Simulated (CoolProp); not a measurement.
The fluid at 384.7 K and 1.42 MPa expands adiabatically to 0.179 MPa with isentropic efficiency 0.8. The same conditions are run with several fluids, on thermodynamics alone (safety and materials aside).

The numbers come from the reference Helmholtz-energy equation of state of each fluid (carbonyl sulfide: Lemmon 2006; oxygen: Schmidt 1985; hydrogen chloride: Thol 2018; R124: de Vries 1995; fluoroethane (R161): Wu 2012) in CoolProp.

```tsv
fluid	work (kJ/kg)	final temperature (K)	final density (kg/m³)
carbonyl sulfide	68.3	276.0	4.81
oxygen	125	247.7	2.79
hydrogen chloride	106	244.0	3.28
R124	32.3	330.1	9.20
fluoroethane (R161)	90.5	306.6	3.46
```

Above 300 K oxygen's equation is extrapolated.
